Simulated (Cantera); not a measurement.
A closed system holds: 1 mol HF, 1.9 mol O2, 4.5 mol H2, at 39800 Torr.

Method: chemical equilibrium by Gibbs-energy minimisation in Cantera with the NASA 1993 tables (ideal gas, pure condensed phases). Candidate condensed phases: H2O; 22 gas species. The ideal-gas law is rough above about 30 bar. Equilibrium is a limit: real reactors are often held back by kinetics, nucleation or transport. All values below are at 2198 K.

Base state: H2O 0.691, HF 0.182, H2 0.127, H 0.000273, OH 0.000206, H2F2 1.21e-5 (mole fractions); condensed: gas only.

Q: What changes in the equilibrium state with this change: pressure from 39800 Torr to 2180 Torr?

A: 
```csv
species,before,after
H2O,0.691,0.689
HF,0.182,0.182
H2,0.127,0.127
H,0.000273,0.00117
OH,0.000206,0.000880
H2F2,1.21e-5,6.61e-7
O2,7.06e-7,1.29e-5
```

Q: What changes in the equilibrium state with this change: pressure from 39800 Torr to 2.25 Torr?

A: 
```tsv
species	before	after
H2O	0.691	0.615
HF	0.182	0.174
H2	0.127	0.136
H	0.000273	0.0376
OH	0.000206	0.0236
O	3.08e-7	0.00452
O2	7.06e-7	0.00860
```

Q: What changes in the equilibrium state with this change: O2 from 1.9 to 0.019 mol?

A: 
```
species    before     after
-------  --------  --------
H2          0.127     0.811
HF          0.182     0.182
H2O         0.691   0.00691
H        0.000273  0.000689
OH       0.000206   8.16e-7
H2F2      1.21e-5   1.21e-5
```
